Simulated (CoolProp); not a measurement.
The fluoroketone C6F12O (FK-5-1-12) at several states: Z from the reference equation and from simpler models built on Tc = 441.8 K, pc = 18.69 bar, ω = 0.471; each cubic takes its own stable root.

Model: reference Helmholtz-energy equation of state, McLinden 2015, in CoolProp.

```csv
T (K),p (bar),phase,reference
283.3,11.1,liquid,0.09023
244.8,3.5,liquid,0.03097
381.1,93.7,liquid,0.6614
487.7,0.89,gas,0.9884
316.2,0.148,gas,0.9904
428,2.65,gas,0.9423
```

Question: How far does each simpler model (van der Waals, Soave-Redlich-Kwong, Peng-Robinson) lie from the reference over these 6 states: mean and median of the absolute difference, and the worst?

Answer: 
- van der Waals: mean 31.7 %, median 24.5 %, worst +71.4 % at 244.8 K and 3.5 bar
- Soave-Redlich-Kwong: mean 4.4 %, median 3.3 %, worst +10.3 % at 244.8 K and 3.5 bar
- Peng-Robinson: mean 1.8 %, median 1.2 %, worst -5.1 % at 381.1 K and 93.7 bar
